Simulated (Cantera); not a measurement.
Feed: 1 mol Ca(OH)2, 9.1 mol CO2, 0.047 mol H2O, at 1350 K and 3.00 bar.

Equilibrium computed with Cantera from the NASA thermochemical tables; the gas is ideal and each condensed phase is pure. Candidate condensed phases: C, C6H6, C7H8, C8H18, Ca, CaCO3, CaO, Ca(OH)2, H2O; 115 gas species. Equilibrium is a limit: real reactors are often held back by kinetics, nucleation or transport.

What is the equilibrium state?


- x(CO2) = 0.897
- x(H2O) = 0.103
- x(CO) = 4.36e-5
- x(O2) = 2.27e-5
- x(H2) = 2.55e-6
- x(OH) = 1.44e-6
- n(CaO(s)) = 1.00 mol
- gas amount = 10.15 mol
- log10 activity of C(graphite) (absent) = -10.73
- log10 activity of Ca(l) (absent) = -16.95
